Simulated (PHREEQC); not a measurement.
Make-up at 65 °C: 2.7 mmol/kgw Cu(NO3)2, 5.7 mmol/kgw H2SO4 and 0.2 mmol/kgw H3BO3. Closed to the air; pH follows from the charge balance.

The numbers come from PHREEQC with the ion-association model, phreeqc.dat.

```tsv
quantity	before	after
pH	2.13	2.38
ionic strength (mol/kgw)	0.0175	0.00949
HSO4- (mol/kgw)	0.00297	0.00117
SO4-2 (mol/kgw)	0.00228	0.00149
CuSO4 (mol/kgw)	0.000451	0.000193
```

Problem. Name the change that produced these shifts.
A) 0.00034 mol/kgw HCl added
B) diluted 2-fold with water
C) diluted 100-fold with water

Solution. B, diluted 2-fold with water

This is a speciation only: nothing precipitates in the calculation. At this temperature some constants are extrapolated from 25 °C, and those without enthalpy data are left unchanged.
